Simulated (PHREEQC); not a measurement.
## City or well water

A made-up water analysis in mg/kgw, 5 °C, pH 7.66, pe -2: Na 20.5; K 3.45; Ca 54.1; Mg 4.64; Cl 16.5; S(6) as SO4 40.9; Alkalinity as HCO3 172; Zn 2.49.

Valence states are taken as typed.

Model: ion-association model, phreeqc.dat, run in PHREEQC.

- ionic strength = 0.00585 mol/kgw
- specific conductance = 240 µS/cm
- charge-balance error = 0.0 %

```csv
species,molality,activity,log γ
HCO3-,0.00275,0.00254,-0.033
Ca+2,0.00128,0.000945,-0.134
Na+,0.000889,0.000823,-0.034
Cl-,0.000465,0.000430,-0.035
SO4-2,0.000379,0.000278,-0.135
CO2,0.000182,0.000183,0.001
Mg+2,0.000181,0.000134,-0.132
```

This is a speciation only: nothing precipitates in the calculation. Away from 25 °C the constants follow the database's enthalpies or fits; those with neither stay at their 25 °C values. The database's zinc carbonate complexes are estimates, stronger than later reviews accept.
